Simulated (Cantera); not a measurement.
An adiabatic, constant-volume homogeneous reactor starts with CH₄ : CO : O₂ : N₂ = 1 : 1.2 : 4.81 : 18.1 (molar parts), at 1348 K and 500000 Pa. Integrator tolerance rtol = 1e-08.

Model: GRI-Mech 3.0 (53 species, 325 reactions), integrated in Cantera.

Question: What does this change do: N2 18.1 to 13 parts?

Answer: 
```json
[
 {"quantity": "time of steepest temperature rise", "before": "1.19 ms", "after": "0.930 ms"},
 {"quantity": "temperature at 3.00 s", "before": "2645 K", "after": "2816 K"},
 {"quantity": "equilibrium temperature", "before": "2645 K", "after": "2816 K"},
 {"quantity": "x(CH₄) at 3.00 s", "before": "<1e-12 (gas-phase equilibrium <1e-12)", "after": "<1e-12 (gas-phase equilibrium <1e-12)"},
 {"quantity": "x(CO) at 3.00 s", "before": "0.00708 (gas-phase equilibrium 0.00708)", "after": "0.0153 (gas-phase equilibrium 0.0153)"},
 {"quantity": "x(O₂) at 3.00 s", "before": "0.0813 (gas-phase equilibrium 0.0813)", "after": "0.102 (gas-phase equilibrium 0.102)"},
 {"quantity": "x(CH₂CO) at 3.00 s", "before": "<1e-12 (gas-phase equilibrium <1e-12)", "after": "<1e-12 (gas-phase equilibrium <1e-12)"},
 {"quantity": "x(CH₃) at 3.00 s", "before": "<1e-12 (gas-phase equilibrium <1e-12)", "after": "<1e-12 (gas-phase equilibrium <1e-12)"},
 {"quantity": "x(O) at 3.00 s", "before": "0.00263 (gas-phase equilibrium 0.00263)", "after": "0.00579 (gas-phase equilibrium 0.00579)"}
]
```
